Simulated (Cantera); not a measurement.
A Cantera script and what it prints.

```python
import numpy as np
import cantera as ct

gas_names = """
    B BN BO BO2 B2 B2O B2O2 B2O3 N NO NO2 NO3 N2 N2O O O2 O3
""".split()
cond_names = """
    B(b) B(L) BN(s) B2O3(L)
""".split()


# ... load() reads the species with a 1 bar reference pressure and builds the phases ...
atoms = {
    'B': {'B': 1},
    'O2': {'O': 2},
    'N2': {'N': 2},
}
top_T = {'BN(s)': 3200}  # K; cautious upper limits of use, not melting points


# ... equilibrate(T, P, feed) seeds the gas with the atoms and calls Mixture.equilibrate('TP', solver="vcs", rtol=1e-11, max_steps=5000) ...
results = []
feed = {'B': 1, 'O2': 1.4, 'N2': 92}  # mol
T = 2275  # K
P = 2000  # Pa
mix = equilibrate(T, P, feed)
results.append((T, P, feed, dict(zip(mix.species_names, mix.species_moles))))
x = sorted(zip(gas.X, gas.species_names), reverse=True)
print(f"T = {T:g} K  P = {P:g} Pa  gas = {mix.phase_moles(0):.4g} mol")
print("   x: " + "  ".join(f"{s} {v:.3e}" for v, s in x if v > 1e-06))
print("   condensed (mol): " + ("  ".join(f"{mix.phase(i).name} {mix.phase_moles(i):.4g}"
      for i in range(1, mix.n_phases) if mix.phase_moles(i) > 1e-12) or "none"))
```

Result:

```
T = 2275 K  P = 2000 Pa  gas = 93.37 mol
   x: N2 9.842e-01  O2 4.066e-03  BO2 3.661e-03  B2O3 3.238e-03  NO 2.315e-03  O 1.933e-03  BO 5.718e-04  B2O2 1.317e-06
   condensed (mol): none
```

These are equilibrium values from Cantera (NASA tables, ideal gas, pure condensed phases), not measurements of a reactor.
